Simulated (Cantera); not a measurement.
Charge: 1 mol C, 0.28 mol H2O, 25 mol H2, at 2800 K and 0.190 bar.

These are equilibrium values from Cantera (NASA tables, ideal gas, pure condensed phases), not measurements of a reactor. Candidate condensed phases: C, C6H6, C7H8, C8H18, H2O; 110 gas species. Equilibrium is a limit: real reactors are often held back by kinetics, nucleation or transport.

Base state: H2 0.808, H 0.169, C2H2 (acetylene) 0.0123, CO 0.0100, C2H 0.000323, C4H2 7.74e-5, C3 5.10e-5, CH3 2.86e-5 (mole fractions); condensed: gas only.

**Question.** What changes in the equilibrium state with this change: temperature from 2800 K to 1000 K?

**Answer.** 
```tsv
species	before	after
H2	0.808	0.972
CH4	8.21e-6	0.0171
CO	0.0100	0.0104
H	0.169	5.13e-9
C2H2 (acetylene)	0.0123	1.11e-9
C2H	0.000323	<1e-9
C4H2	7.74e-5	<1e-9
C3	5.10e-5	<1e-9
H2O	2.88e-8	0.000757
C(graphite), mol	0	0.309
```
